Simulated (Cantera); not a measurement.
A Cantera script and what it prints.

```python
import numpy as np
import cantera as ct

gas_names = """
    H HO2 H2 H2O H2O2 O OH O2 O3 Si SiH SiH2 SiH3 SiH4 SiO SiO2 Si2 Si3
""".split()
cond_names = """
    H2O(s) H2O(L) Si(cr) Si(L) SiO2(Lqz) SiO2(hqz) SiO2(L)
""".split()


# ... load() reads the species with a 1 bar reference pressure and builds the phases ...
atoms = {
    'Si2H6': {'Si': 2, 'H': 6},
    'O3': {'O': 3},
}
top_T = {}  # K; cautious upper limits of use, not melting points


# ... equilibrate(T, P, feed) seeds the gas with the atoms and calls Mixture.equilibrate('TP', solver="vcs", rtol=1e-11, max_steps=5000) ...
results = []
feed = {'Si2H6': 1, 'O3': 0.12}  # mol
T = 1123.15  # K
P = 340  # Pa
mix = equilibrate(T, P, feed)
results.append((T, P, feed, dict(zip(mix.species_names, mix.species_moles))))
print(gas.report(threshold=0.001))
for i in range(1, mix.n_phases):
    print(f"{mix.phase(i).name:16s} {mix.phase_moles(i):12.5e} mol")
```

Result:

```
       temperature   1123.2 K
          pressure   340 Pa
           density   7.3423e-05 kg/m^3
  mean mol. weight   2.0166 kg/kmol
   phase of matter   gas

                          1 kg             1 kmol
                     ---------------   ---------------
          enthalpy        1.2117e+07        2.4436e+07  J
   internal energy        7.4864e+06        1.5097e+07  J
           entropy        1.0762e+05        2.1703e+05  J/K
    Gibbs function       -1.0876e+08       -2.1933e+08  J
 heat capacity c_p             15244             30741  J/K
 heat capacity c_v             11121             22427  J/K

                      mass frac. Y      mole frac. X     chem. pot. / RT
                     ---------------   ---------------   ---------------
                H2           0.99968           0.99998           -23.486
     [  +17 minor]        0.00032365        1.5531e-05

Si(cr)            1.81998e+00 mol
SiO2(hqz)         1.79978e-01 mol
```

Cantera equilibrium calculation (NASA polynomials, part measured and part estimated; ideal gas, pure solids and liquids). The feed counts by its element totals alone. Mutual solubility and eutectic melting of coexisting phases are not modelled.
